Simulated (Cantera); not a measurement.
An adiabatic, constant-volume homogeneous reactor starts with 14.1 % CO, 2.26 % H2, 8.28 % O2, 75.3 % N2, equivalence ratio 0.99, at 1075 K and 500000 Pa.

Computed with Cantera and GRI-Mech 3.0 (53 species, 325 reactions). The hydrogen kinetics of GRI-Mech 3.0 are dated; newer H2 mechanisms differ, most at raised pressure.

Task: Predict: time of steepest temperature rise; temperature at 1.00 s; equilibrium temperature; x(CO) at 1.00 s; x(H2) at 1.00 s; x(O2) at 1.00 s; x(HO2) at 1.00 s; x(NO2) at 1.00 s; x(H) at 1.00 s.

Result: 
- time of steepest temperature rise: 0.680 ms
- temperature at 1.00 s: 2477 K
- equilibrium temperature: 2477 K
- x(CO) at 1.00 s: 0.0165 (gas-phase equilibrium 0.0165)
- x(H2) at 1.00 s: 0.000457 (gas-phase equilibrium 0.000457)
- x(O2) at 1.00 s: 0.00685 (gas-phase equilibrium 0.00685)
- x(HO2) at 1.00 s: 8.97e-7 (gas-phase equilibrium 8.97e-7)
- x(NO2) at 1.00 s: 2.18e-6 (gas-phase equilibrium 2.18e-6)
- x(H) at 1.00 s: 0.000150 (gas-phase equilibrium 0.000150)
